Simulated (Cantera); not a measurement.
**Equilibrium for carbothermic reduction: Cu2O + CO**

Charge: 1 mol Cu2O, 0.58 mol CO, equilibrated at 1.30 bar.

Cantera equilibrium calculation (NASA polynomials, part measured and part estimated; ideal gas, pure solids and liquids). Candidate condensed phases: C, Cu, CuO, Cu2O; 15 gas species. Each liquid is taken as pure. Mutual solubility and eutectic melting of coexisting phases are not modelled. The numbers say what is thermodynamically allowed, not how fast it happens.

From 1600 K to 2500 K the condensed part is Cu(l) + Cu2O(l). At 2600 K the condensed part is Cu(l). The main Cu-bearing gas is Cu throughout.

| T (K) | log p CO2 | log p Cu | log p O2 | log p CO | log p O | log p CuO | log p Cu2 | n Cu(l) | n Cu2O(l) |
|---|---|---|---|---|---|---|---|---|---|
| 1600 | 0.11 | -4.40 | -3.41 | -2.88 | -6.54 | -6.87 | -7.55 | 1.16 | 0.420 |
| 1700 | 0.11 | -3.80 | -2.94 | -2.58 | -5.82 | -6.09 | -6.72 | 1.16 | 0.420 |
| 1800 | 0.11 | -3.27 | -2.52 | -2.31 | -5.18 | -5.41 | -5.98 | 1.16 | 0.419 |
| 1900 | 0.11 | -2.79 | -2.16 | -2.07 | -4.60 | -4.80 | -5.33 | 1.16 | 0.417 |
| 2000 | 0.10 | -2.37 | -1.83 | -1.86 | -4.09 | -4.25 | -4.75 | 1.17 | 0.413 |
| 2100 | 0.09 | -1.98 | -1.54 | -1.67 | -3.63 | -3.76 | -4.23 | 1.19 | 0.403 |
| 2200 | 0.08 | -1.63 | -1.28 | -1.50 | -3.21 | -3.32 | -3.75 | 1.22 | 0.385 |
| 2300 | 0.05 | -1.32 | -1.04 | -1.36 | -2.83 | -2.92 | -3.32 | 1.27 | 0.350 |
| 2400 | 0.00 | -1.03 | -0.83 | -1.26 | -2.48 | -2.56 | -2.93 | 1.38 | 0.285 |
| 2500 | -0.09 | -0.76 | -0.64 | -1.20 | -2.16 | -2.23 | -2.58 | 1.58 | 0.152 |
| 2600 | -0.21 | -0.52 | -0.56 | -1.14 | -1.91 | -1.97 | -2.25 | 1.73 | 0 |
log p: log10 of the partial pressure in bar; n: condensed amount in mol.
